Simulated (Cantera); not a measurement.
Feed: 1 mol Ti, 0.39 mol H2O, at 0.000400 bar.

Method: chemical equilibrium by Gibbs-energy minimisation in Cantera with the NASA 1993 tables (ideal gas, pure condensed phases). Candidate condensed phases: H2O, Ti, TiO, TiO2, Ti2O3, Ti3O5, Ti4O7; 12 gas species. Each liquid is taken as pure. Mutual solubility and eutectic melting of coexisting phases are not modelled. TiO: taken at fixed stoichiometry. Condensed phases not in the tables: N, O or C dissolved in the metal. Kinetics and transport are ignored.

### Question
What share of the Ti ends up in condensed phases as a function of T (°C), at 800, 950, 1100, 1250, 1400, 1550, 1700, 1850, 2000?

### Answer
```tsv
T (°C)	Ti condensed (%)	as
800	100.0	Ti(α) + TiO(s)
950	100.0	Ti(β) + TiO(s)
1100	100.0	Ti(β) + TiO(s)
1250	100.0	Ti(β) + TiO(s)
1400	100.0	Ti(β) + TiO(s)
1550	99.9	Ti(β) + TiO(s)
1700	99.2	Ti(l) + TiO(s)
1850	93.9	Ti(l) + TiO(l)
2000	30.5	TiO(l)
```
